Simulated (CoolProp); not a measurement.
Vapour-liquid equilibrium of ethane (1) + propylene (2) at 195 K; x and y are mole fractions of (1).

Computed with CoolProp (multi-fluid Helmholtz-energy mixture model, Bücker 2006 and Lemmon 2013; pair parameters Bell 2016).

```
x      bubble pressure, mixture model (kPa)  bubble pressure, Raoult's law (kPa)  y, mixture model  y, Raoult's law
-----  ------------------------------------  -----------------------------------  ----------------  ---------------
0.05                                  28.35                                27.29             0.337            0.315
0.125                                 40.84                                38.72             0.573            0.556
0.2                                   52.81                                50.16             0.695            0.686
0.275                                 64.39                                61.59             0.770            0.769
0.35                                  75.68                                73.03             0.822            0.825
0.425                                 86.78                                84.46             0.861            0.866
0.5                              (withheld)                                95.90             0.891            0.897
0.575                            (withheld)                                107.3             0.915            0.922
0.65                                  119.6                                118.8             0.935            0.942
0.725                            (withheld)                                130.2             0.952            0.958
0.8                              (withheld)                                141.6             0.967            0.972
0.875                                 152.9                                153.1             0.981            0.984
0.95                                  164.4                                164.5        (withheld)            0.994
```

Problem. Complete the blanks.

Solution. 
- 0.5, bubble pressure, mixture model (kPa): 97.75
- 0.575, bubble pressure, mixture model (kPa): 108.7
- 0.725, bubble pressure, mixture model (kPa): 130.6
- 0.8, bubble pressure, mixture model (kPa): 141.7
- 0.95, y, mixture model: 0.993

The largest gap from Raoult's law is +5.5 % in bubble pressure, at x = 0.125. No azeotrope shows between x = 0.05 and 0.95.

The pair parameters rest on a limited set of measurements; away from them the model extrapolates.
